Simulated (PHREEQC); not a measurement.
Model water analysis in mg/L, 20 °C, pH 5.74, pe 12: Na 3.01; K 0.00648; Ca 0.355; Mg 1.38; Cl 6.65; S(6) as SO4 0.114; Alkalinity as HCO3 4.39; Si as SiO2 0.262; Cu(2) 0.00293.

Valence states are taken as typed.

Equilibrium calculation in PHREEQC: ion-association model, phreeqc.dat.

Precipitation was switched off in this run.

**Question.** Order these Cu species by the share of Cu that they hold, largest first: CuOH+, CuCO3, CuHCO3+, Cu+2, Cu(OH)2.

**Answer.** Cu+2 (95 %), CuHCO3+ (3.2 %), CuCO3 (0.78 %), Cu(OH)2 (0.55 %), CuOH+ (0.49 %)

The pH is 5.74 and the ionic strength 0.000331 mol/kgw. Species that the database lacks are ignored.
